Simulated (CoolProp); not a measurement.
The numbers come from the reference Helmholtz-energy equation of state, Gao 2020 in CoolProp.

Question: Give the vapour pressure (kPa), vapour density (kg/m³), enthalpy of vaporisation (kJ/kg), liquid cp (kJ/(kg K)) of saturated ammonia at 259.9, 274.1 K.

Answer: 
```csv
T (K),p (kPa),vapour density (kg/m³),enthalpy of vaporisation (kJ/kg),liquid cp (kJ/(kg K))
259.9,254,2.11,1310,4.55
274.1,445,3.57,1260,4.61
```
